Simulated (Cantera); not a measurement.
Feed: 1 mol Si, 0.62 mol Cl₂, 3.4 mol H₂, held at 277 °C and 72.0 Pa.

These are equilibrium values from Cantera (NASA tables, ideal gas, pure condensed phases), not measurements of a reactor. Candidate condensed phases: Si; 19 gas species. Equilibrium is a limit: real reactors are often held back by kinetics, nucleation or transport.

Base state: H₂ 0.914, SiCl₄ 0.0768, SiHCl₃ 0.00920, HCl 5.78e-5, SiH₂Cl₂ 4.65e-5 (mole fractions); condensed: Si(s).

Task: What changes in the equilibrium state with this change: temperature from 277 °C to 877 °C?

Result: 
| species | before | after |
|---|---|---|
| H₂ | 0.914 | 0.801 |
| HCl | 5.78e-5 | 0.127 |
| SiCl₂ | 1.19e-9 | 0.0447 |
| SiCl₄ | 0.0768 | 0.0168 |
| SiCl₃ | 1.61e-7 | 0.00829 |
| SiHCl₃ | 0.00920 | 0.00215 |
| Si(s), mol | 0.681 | 0.717 |
The tables' values for SiCl₃ are old estimates; treat these amounts as uncertain.

Task: What changes in the equilibrium state with this change: Cl₂ from 0.62 to 2 mol?

Result: 
```
species      before    after
----------  -------  -------
H₂            0.914    0.772
SiCl₄        0.0768    0.226
HCl         5.78e-5  0.00115
SiHCl₃      0.00920  0.00115
SiH₂Cl₂     4.65e-5  2.46e-7
Si(s), mol    0.681        0
```
